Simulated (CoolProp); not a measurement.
Saturation properties of dimethyl ether (Tc = 127.2 °C, pc = 5.337 MPa, ω = 0.196).

Computed with CoolProp (reference Helmholtz-energy equation of state, Wu 2011).

| T (°C) | p (MPa) | vapour density (kg/m³) | surface tension (mN/m) |
|---|---|---|---|
| 30.15 | 0.6829 | 14.35 | 10.6 |
| 33.35 | 0.7457 | 15.64 | 10.2 |
| 36.45 | 0.8105 | 16.99 | 9.74 |
| 39.65 | 0.8817 | 18.47 | 9.31 |
| 42.85 | 0.9574 | 20.06 | 8.89 |
| 46.05 | 1.038 | 21.76 | 8.46 |
| 49.25 | 1.123 | 23.59 | 8.05 |
| 52.45 | 1.213 | 25.54 | 7.63 |
| 55.65 | 1.309 | 27.63 | 7.22 |
| 58.85 | 1.410 | 29.87 | 6.82 |
| 62.05 | 1.517 | 32.27 | 6.42 |
| 65.25 | 1.629 | 34.84 | 6.02 |
| 68.45 | 1.748 | 37.61 | 5.64 |

It boils at -24.8 °C under 1 atm.

Surface tension comes from a separate correlation (Mulero 2012).
